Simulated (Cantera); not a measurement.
Feed: 1 mol PH3, 0.52 mol H2, 0.084 mol O2, at 3050 K and 13.3 mbar.

These are equilibrium values from Cantera (NASA tables, ideal gas, pure condensed phases), not measurements of a reactor. Candidate condensed phases: H2O, P, P4O10; 17 gas species. Gases not in the tables: HPO2, HPO3 and P4O6. Equilibrium is a limit: real reactors are often held back by kinetics, nucleation or transport.

Base state: H 0.637, H2 0.161, P 0.123, PO 0.0380, P2 0.0375, PH 0.00141, O 0.00106, OH 0.000437 (mole fractions); condensed: gas only.

### Question
What changes in the equilibrium state with this change: temperature from 3050 K to 1600 K?

### Answer
```tsv
species	before	after
H2	0.161	0.746
P2	0.0375	0.189
H2O	0.000319	0.0489
H	0.637	0.000407
P	0.123	3.72e-5
PO	0.0380	0.0132
O	0.00106	<1e-9
P4	3.40e-9	0.000185
```

### Question
What changes in the equilibrium state with this change: pressure from 13.3 mbar to 0.360 bar?

### Answer
| species | before | after |
|---|---|---|
| H2 | 0.161 | 0.552 |
| H | 0.637 | 0.227 |
| P2 | 0.0375 | 0.118 |
| P | 0.123 | 0.0421 |
| PO | 0.0380 | 0.0504 |
| H2O | 0.000319 | 0.00426 |
| O | 0.00106 | 0.000152 |
| PO2 | 5.66e-5 | 0.000291 |
| PH | 0.00141 | 0.00463 |
| OH | 0.000437 | 0.000605 |
